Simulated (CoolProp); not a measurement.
Vapour-liquid equilibrium of carbonyl sulfide (1) + propane (2) at 0.455 bar; x and y are mole fractions of (1).

Model: multi-fluid Helmholtz-energy mixture model, Lemmon 2006 and Lemmon 2009; pair parameters Bell 2016, in CoolProp.

```csv
x,"bubble temperature, mixture model (K)","bubble temperature, Raoult's law (K)","y, mixture model","y, Raoult's law"
0.05,213.7,213.9,0.082,0.072
0.125,212.8,213.3,0.188,0.173
0.2,212.1,212.7,0.280,0.269
0.275,211.5,212.1,0.363,0.358
0.35,210.9,211.5,0.440,0.442
0.425,210.4,210.9,0.513,0.522
0.5,209.9,210.4,0.584,0.596
0.575,209.5,209.8,0.652,0.667
0.65,209.1,209.3,0.719,0.733
0.725,208.6,208.8,0.784,0.796
0.8,208.2,208.3,0.847,0.856
0.875,207.8,207.9,0.907,0.912
0.95,207.4,207.4,0.964,0.966
```

The largest gap from Raoult's law is -0.6 K in bubble temperature, at x = 0.275. No azeotrope shows between x = 0.05 and 0.95.

The pair parameters rest on a limited set of measurements; away from them the model extrapolates.
